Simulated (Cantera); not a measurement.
Feed: 1 mol SiH2Cl2, 1.2 mol NH3, 94 mol H2, equilibrated at 0.133 bar.

These are equilibrium values from Cantera (NASA tables, ideal gas, pure condensed phases), not measurements of a reactor. Candidate condensed phases: NH4Cl, Si, Si3N4; 28 gas species. Gases not in the tables: Si2H6 and higher silanes. Equilibrium is a limit: real reactors are often held back by kinetics, nucleation or transport.

### Question
At 1673 K, list the 6 most abundant gas species with their mole fractions, and the condensed phases.

### Answer
H2 0.974, HCl 0.0179, N2 0.00610, SiCl2 0.00119, H 0.000308, SiH2 1.07e-5. Condensed: Si(s).
